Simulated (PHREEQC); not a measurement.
Solution (60 °C): 0.0035 mol/kgw HF, 0.011 mol/kgw NH4F and 0.00012 mol/kgw (NH4)2SiF6. Closed to the air; pH follows from the charge balance.

Computed with PHREEQC (ion-association model, phreeqc.dat).

Each row changes one thing in this solution. No solid was allowed to form.

| case | pH | ionic strength (mol/kgw) | F- (mol/kgw) | HF (mol/kgw) | HF2- (mol/kgw) | H4SiO4 (mol/kgw) | SI of Quartz (SiO2) |
|---|---|---|---|---|---|---|---|
| as made | 3.94 | 0.0115 | 0.0110 | 0.00324 | 0.000157 | 5.94e-6 | -1.71 |
| diluted 10-fold with water | 4.05 | … | … | 0.000304 | 1.62e-6 | … | -1.40 |
| 0.011 mol/kgw KF added | 4.24 | … | 0.0218 | 0.00314 | 0.000301 | 1.64e-6 | -2.26 |
| NH4F replaced by (NH4)2CO3 at the same molality | … | 0.0153 | 0.00422 | 1.03e-7 | 1.92e-9 | 0.000115 | -0.42 |
| (NH4)2SiF6 from 0.00012 to 0.0006 mol/kgw | 3.93 | 0.0129 | 0.0110 | 0.00332 | 0.000161 | 2.67e-5 | -1.05 |

Q: Fill in the missing entries.

A: 
- diluted 10-fold with water, ionic strength (mol/kgw): 0.00122
- diluted 10-fold with water, F- (mol/kgw): 0.00121
- diluted 10-fold with water, H4SiO4 (mol/kgw): 1.20e-5
- 0.011 mol/kgw KF added, ionic strength (mol/kgw): 0.0224
- NH4F replaced by (NH4)2CO3 at the same molality, pH: 8.02

At this temperature some constants are extrapolated from 25 °C, and those without enthalpy data are left unchanged. SiF6-2 is the database's only silicon fluoride.
